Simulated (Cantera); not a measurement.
A closed system holds: 1 mol S, 0.24 mol H₂O, 0.69 mol N₂, equilibrated at 973 K and 4.40 mbar.

Equilibrium computed with Cantera from the NASA thermochemical tables; the gas is ideal and each condensed phase is pure. Candidate condensed phases: H₂O, H₂SO₄, S; 35 gas species. Gases not in the tables: S₃ to S₇. Kinetics and transport are ignored.

Base state: N₂ 0.487, S₂ 0.321, H₂O 0.124, H₂S 0.0399, SO₂ 0.0224, H₂ 0.00580, S₂O 0.000969, SH 2.76e-5 (mole fractions); condensed: gas only.

Q: What changes in the equilibrium state with this change: pressure from 4.40 mbar to 80.0 bar?

A: 
```tsv
species	before	after
N₂	0.487	0.661
H₂O	0.124	0.140
H₂S	0.0399	0.0900
S₂	0.321	0.0476
S₈	<1e-9	0.0147
SO₂	0.0224	0.0433
H₂	0.00580	0.000252
SO	1.92e-5	1.43e-6
SH	2.76e-5	2.21e-6
S₂O	0.000969	0.00374
S(l), mol	0	0.631
```
The ideal-gas law is rough above about 30 bar.

Q: What changes in the equilibrium state with this change: temperature from 973 K to 2623.15 K?

A: 
| species | before | after |
|---|---|---|
| N₂ | 0.487 | 0.355 |
| S | 2.87e-8 | 0.274 |
| H | 1.24e-9 | 0.135 |
| S₂ | 0.321 | 0.0639 |
| SO | 1.92e-5 | 0.0949 |
| SH | 2.76e-5 | 0.0110 |
| H₂S | 0.0399 | 0.000123 |
| H₂O | 0.124 | 0.00392 |
| H₂ | 0.00580 | 0.0452 |
| SO₂ | 0.0224 | 0.00786 |
| O | <1e-9 | 0.00535 |
| OH | <1e-9 | 0.00278 |
| NO | <1e-9 | 0.000569 |
| O₂ | <1e-9 | 0.000189 |

Q: What changes in the equilibrium state with this change: temperature from 973 K to 850 K?

A: 
```
species   before    after
-------  -------  -------
N₂         0.487    0.489
S₂         0.321    0.314
H₂O        0.124    0.117
H₂S       0.0399   0.0519
SO₂       0.0224   0.0262
SO       1.92e-5  2.35e-6
SH       2.76e-5  3.69e-6
```
